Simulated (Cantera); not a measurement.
Input: 1 mol Cr, 6.9 mol NH3, held at 1175 °C and 133 Pa.

These are equilibrium values from Cantera (NASA tables, ideal gas, pure condensed phases), not measurements of a reactor. Candidate condensed phases: Cr, CrN, Cr2N; 11 gas species. Equilibrium is a limit: real reactors are often held back by kinetics, nucleation or transport.

Base state: H2 0.750, N2 0.250, H 0.000219, Cr 0.000139 (mole fractions); condensed: Cr(s).

### Question
What changes in the equilibrium state with this change: temperature from 1175 °C to 1927 °C?

### Answer
```json
[
 {"species": "H2", "before": "0.750", "after": "0.598"},
 {"species": "N2", "before": "0.250", "after": "0.219"},
 {"species": "H", "before": "0.000219", "after": "0.119"},
 {"species": "Cr", "before": "0.000139", "after": "0.0635"},
 {"species": "Cr(s), mol", "before": "0.998", "after": "0"}
]
```
